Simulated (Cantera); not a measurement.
Feed: 1 mol c-C₄F₈, 2.9 mol H₂, equilibrated at 1250 °C.

These are equilibrium values from Cantera (NASA tables, ideal gas, pure condensed phases), not measurements of a reactor. Candidate condensed phases: C, C₆H₆, C₇H₈, C₈H₁₈; 95 gas species. The feed counts by its element totals alone. Gases not in the tables: C₂F₆ and larger saturated fluorocarbons. The numbers say what is thermodynamically allowed, not how fast it happens.

x: gas mole fraction; n: condensed amount in mol.

```csv
P (Pa),x HF,x CF₄,x F,x CF₂,x CF₃,n C(graphite)
1,0.905,0.0809,0.00868,0.00539,0.000111,3.45
6.80,0.911,0.0848,0.00209,0.00212,7.14e-5,3.45
46,0.913,0.0860,0.000499,0.000819,4.47e-5,3.45
320,0.913,0.0864,…,…,…,3.45
2200,0.913,0.0865,2.75e-5,0.000119,1.71e-5,3.45
15000,0.913,0.0866,…,…,…,3.45
100000,0.913,0.0866,1.57e-6,1.76e-5,6.59e-6,3.45
```

Task: Some entries are withheld; supply them.

Result: 
- 320, x F: 0.000117
- 320, x CF₂: 0.000311
- 320, x CF₃: 2.77e-5
- 15000, x F: 6.51e-6
- 15000, x CF₂: 4.55e-5
- 15000, x CF₃: 1.06e-5
